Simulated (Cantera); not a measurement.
Input: 1 mol SiHCl3, 12 mol H2, held at 1225 K and 1.00 Torr.

These are equilibrium values from Cantera (NASA tables, ideal gas, pure condensed phases), not measurements of a reactor. Candidate condensed phases: Si; 19 gas species. The tables' values for SiCl3 are old estimates; treat these amounts as uncertain. The numbers say what is thermodynamically allowed, not how fast it happens.

**Question.** What is the equilibrium state?

**Answer.** 
```json
{
  "x(H2)": "0.840",
  "x(HCl)": "0.114",
  "x(SiCl2)": "0.0378",
  "x(SiCl3)": "0.00381",
  "x(SiCl4)": "0.00303",
  "x(SiHCl3)": "0.000697",
  "x(SiH2Cl2)": "2.14e-5",
  "x(H)": "7.82e-6",
  "n(Si(s))": "0.368 mol",
  "gas_amount": "13.92 mol"
}
```
